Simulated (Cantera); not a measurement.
Mixture: 21.4 % H2, 19.2 % O2, 59.4 % N2, at 3750 Torr, adiabatic and at constant volume. Ignition delay is the time to a rise of 400 K.

Detailed kinetics in Cantera: GRI-Mech 3.0 (53 species, 325 reactions). The hydrogen kinetics of GRI-Mech 3.0 are dated; newer H2 mechanisms differ, most at raised pressure. Where the delays flatten at high temperature, the 400 K rule measures the pace of heat release, not the induction time.

Question: Predict: delay at 1200 K; delay at 1400 K; delay at 1600 K; delay at 1800 K.

Answer: 
```json
{
 "delay at 1200 K": "13.9 µs",
 "delay at 1400 K": "3.61 µs",
 "delay at 1600 K": "1.92 µs",
 "delay at 1800 K": "1.35 µs"
}
```
